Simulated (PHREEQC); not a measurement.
# Ultrapure water in contact with air or piping: an equilibrium model

A made-up water analysis in mg/kgw, 20 °C, pH 6.08, pe 9.7:

```
constituent                mg/kgw
-----------------------  --------
Na                          0.674
K                          0.0312
Ca                          0.215
Mg                         0.0367
Cl                           0.52
S(6) as SO4                  1.46
Alkalinity as HCO3           1.23
F                        0.000543
O(0) (dissolved oxygen)   0.00513
N(5) as NO3               0.00216
B                           0.014
```

Valence states are taken as typed.

Model: ion-association model, phreeqc.dat, run in PHREEQC.

```yaml
ionic_strength: 7.74e-5 mol/kgw
charge_balance_error: -19.3 %
```

```tsv
species	molality	activity	log γ
CO2	4.16e-5	4.16e-5	0.000
Na+	2.93e-5	2.90e-5	-0.004
HCO3-	2.10e-5	2.08e-5	-0.004
SO4-2	1.52e-5	1.46e-5	-0.018
Cl-	1.47e-5	1.45e-5	-0.004
Ca+2	5.35e-6	5.14e-6	-0.018
Mg+2	1.50e-6	1.44e-6	-0.018
H3BO3	1.29e-6	1.29e-6	0.000
H+	8.40e-7	8.32e-7	-0.004
K+	7.98e-7	7.90e-7	-0.004
O2	1.60e-7	1.60e-7	0.000
NO3-	3.48e-8	3.45e-8	-0.004
F-	2.86e-8	2.83e-8	-0.004
CaSO4	1.28e-8	1.28e-8	0.000
```

This is a speciation only: nothing precipitates in the calculation. Real BF4- forms and hydrolyses slowly; the run takes it at equilibrium.
